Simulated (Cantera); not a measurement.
A perfectly stirred reactor is fed with CH₄ : O₂ : N₂ : CO₂ = 1 : 1.33 : 5.01 : 0.17 (molar parts), equivalence ratio 1.5, at 480 Torr; it is adiabatic with a 525 K inlet, and is followed from long to short residence time, starting on the burning branch (τ in s: 0.037, 0.018, 0.0088, 0.0043, 0.0021, 0.001, 0.0005, 0.00025, 0.00012, 5.9e-05, 2.9e-05, 1.4e-05, 6.9e-06).

Computed with Cantera and GRI-Mech 3.0 (53 species, 325 reactions).

**Question.** Predict: blow-out, bracketed by the residence times tried; x(CH₄) at τ = 37.0 ms; x(O₂) at τ = 37.0 ms; x(CO₂) at τ = 37.0 ms; x(N₂O) at τ = 37.0 ms; x(CH₃) at τ = 37.0 ms; x(CH₄) at τ = 0.500 ms; x(O₂) at τ = 0.500 ms; x(CO₂) at τ = 0.500 ms.

**Answer.** 
```
Property                                                                        Value
------------------------------------------------  -----------------------------------
blow-out, bracketed by the residence times tried  burning at 1.00 ms, out at 0.500 ms
x(CH₄) at τ = 37.0 ms                                                        0.000392
x(O₂) at τ = 37.0 ms                                                         0.000318
x(CO₂) at τ = 37.0 ms                                                          0.0500
x(N₂O) at τ = 37.0 ms                                                         3.36e-8
x(CH₃) at τ = 37.0 ms                                                        0.000152
x(CH₄) at τ = 0.500 ms                                                          0.133
x(O₂) at τ = 0.500 ms                                                           0.177
x(CO₂) at τ = 0.500 ms                                                         0.0226
```
